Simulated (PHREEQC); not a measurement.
Make-up at 25 °C: 0.24 mol ZnSO4, 0.00095 mol CuCl2, 0.00087 mol H2SO4 and 0.052 mol NaCl per kg of water. Closed to the air; pH follows from the charge balance.

Model: ion-association model, wateq4f.dat, run in PHREEQC.

Q: The ionic strength comes out as 0.499 mol/kgw. What activity coefficients do ZnCl+, Zn(SO4)2-2, Zn+2, Cu+2, CuCl+ get?

A: ZnCl+ 0.65, Zn(SO4)2-2 0.29, Zn+2 0.25, Cu+2 0.25, CuCl+ 0.65.

This is a speciation only: nothing precipitates in the calculation.
